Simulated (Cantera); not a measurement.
What does this Cantera script print?

```python
import numpy as np
import cantera as ct

gas_names = """
    Mg MgO MgS Mg2 O O2 O3 S SO SO2 SO3 S2 S2O S8
""".split()
cond_names = """
    Mg(cr) Mg(L) MgO(s) MgO(L) MgS(s) MgSO4(s) MgSO4(L) S(cr1) S(cr2) S(L)
""".split()


# ... load() reads the species with a 1 bar reference pressure and builds the phases ...
atoms = {
    'MgO': {'Mg': 1, 'O': 1},
    'SO3': {'S': 1, 'O': 3},
    'O2': {'O': 2},
}
top_T = {'MgS(s)': 2250}  # K; cautious upper limits of use, not melting points


# ... equilibrate(T, P, feed) seeds the gas with the atoms and calls Mixture.equilibrate('TP', solver="vcs", rtol=1e-11, max_steps=5000) ...
results = []
feed = {'MgO': 1, 'SO3': 0.21, 'O2': 2.3}  # mol
P = 2400  # Pa
for T in [1000, 1050, 1100, 1150, 1200, 1250, 1300, 1350, 1400, 1450, 1500, 1550, 1600]:
    mix = equilibrate(T, P, feed)
    results.append((T, P, feed, dict(zip(mix.species_names, mix.species_moles))))
    x = sorted(zip(gas.X, gas.species_names), reverse=True)
    print(f"T = {T:g} K  P = {P:g} Pa  gas = {mix.phase_moles(0):.4g} mol")
    print("   x: " + "  ".join(f"{s} {v:.3e}" for v, s in x if v > 0.001))
    print("   condensed (mol): " + ("  ".join(f"{mix.phase(i).name} {mix.phase_moles(i):.4g}"
          for i in range(1, mix.n_phases) if mix.phase_moles(i) > 1e-12) or "none"))
```

It prints:

```
T = 1000 K  P = 2400 Pa  gas = 2.303 mol
   x: O2 9.990e-01
   condensed (mol): MgO(s) 0.7922  MgSO4(s) 0.2078
T = 1050 K  P = 2400 Pa  gas = 2.325 mol
   x: O2 9.925e-01  SO2 6.506e-03  SO3 1.037e-03
   condensed (mol): MgO(s) 0.8075  MgSO4(s) 0.1925
T = 1100 K  P = 2400 Pa  gas = 2.484 mol
   x: O2 9.493e-01  SO2 4.637e-02  SO3 4.356e-03
   condensed (mol): MgO(s) 0.916  MgSO4(s) 0.08402
T = 1150 K  P = 2400 Pa  gas = 2.609 mol
   x: O2 9.195e-01  SO2 7.605e-02  SO3 4.431e-03
   condensed (mol): MgO(s) 1
T = 1200 K  P = 2400 Pa  gas = 2.611 mol
   x: O2 9.196e-01  SO2 7.747e-02  SO3 2.959e-03
   condensed (mol): MgO(s) 1
T = 1250 K  P = 2400 Pa  gas = 2.612 mol
   x: O2 9.196e-01  SO2 7.836e-02  SO3 2.031e-03
   condensed (mol): MgO(s) 1
T = 1300 K  P = 2400 Pa  gas = 2.613 mol
   x: O2 9.196e-01  SO2 7.893e-02  SO3 1.432e-03
   condensed (mol): MgO(s) 1
T = 1350 K  P = 2400 Pa  gas = 2.614 mol
   x: O2 9.197e-01  SO2 7.931e-02  SO3 1.034e-03
   condensed (mol): MgO(s) 1
T = 1400 K  P = 2400 Pa  gas = 2.614 mol
   x: O2 9.197e-01  SO2 7.957e-02
   condensed (mol): MgO(s) 1
T = 1450 K  P = 2400 Pa  gas = 2.614 mol
   x: O2 9.197e-01  SO2 7.975e-02
   condensed (mol): MgO(s) 1
T = 1500 K  P = 2400 Pa  gas = 2.614 mol
   x: O2 9.197e-01  SO2 7.988e-02
   condensed (mol): MgO(s) 1
T = 1550 K  P = 2400 Pa  gas = 2.615 mol
   x: O2 9.196e-01  SO2 7.997e-02
   condensed (mol): MgO(s) 1
T = 1600 K  P = 2400 Pa  gas = 2.615 mol
   x: O2 9.196e-01  SO2 8.004e-02
   condensed (mol): MgO(s) 1
```

These are equilibrium values from Cantera (NASA tables, ideal gas, pure condensed phases), not measurements of a reactor. Mutual solubility and eutectic melting of coexisting phases are not modelled.
